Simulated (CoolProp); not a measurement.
Properties of ammonia at several states (Tc = 132.4 °C, pc = 11.36 MPa, ω = 0.256).

The numbers come from the reference Helmholtz-energy equation of state, Gao 2020 in CoolProp.

| T (°C) | p (MPa) | phase | density (kg/m³) | Joule-Thomson coefficient (K/MPa) | isothermal compressibility (1/MPa) | Prandtl number |
|---|---|---|---|---|---|---|
| 425.85 | 0.0885 | gas | 0.2594 | 2.231 | 11.30 | 0.915 |
| 169.15 | 0.0744 | gas | 0.3452 | 7.966 | 13.46 | 0.844 |
| 442.55 | 9.67 | gas | 28.53 | 1.947 | 0.1063 | 0.959 |
| 147.35 | 0.567 | gas | 2.808 | 9.148 | 1.793 | 0.865 |
| 446.55 | 4.03 | gas | 11.62 | 2.006 | 0.2512 | 0.954 |
| 290.25 | 0.732 | gas | 2.680 | 4.014 | 1.376 | 0.833 |

Viscosity comes from a separate model (Fenghour 1995). Thermal conductivity comes from a separate model (Tufeu 1984).
